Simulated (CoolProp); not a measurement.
Properties of R365MFC along the isotherm 226.85 °C (Tc = 186.9 °C, pc = 3266 kPa, ω = 0.377).

Values from CoolProp's reference Helmholtz-energy equation of state, Lemmon 2016.

```
p (kPa)          phase       Z  Joule-Thomson coefficient (K/MPa)  isothermal compressibility (1/MPa)
-------  -------------  ------  ---------------------------------  ----------------------------------
1630               gas  0.8534                              7.023                              0.7245
3270     supercritical  0.6899                              8.428                              0.4573
4900     supercritical  0.5110                              9.162                              0.4282
6530     supercritical  0.4004                              4.369                              0.1679
8170     supercritical  0.4241                              2.068                             0.06390
9800     supercritical  0.4698                              1.281                             0.03791
11400    supercritical  0.5194                             0.8890                             0.02685
13100    supercritical  0.5737                             0.6362                             0.02042
14700    supercritical  0.6251                             0.4758                             0.01662
16300    supercritical  0.6764                             0.3586                             0.01400
```
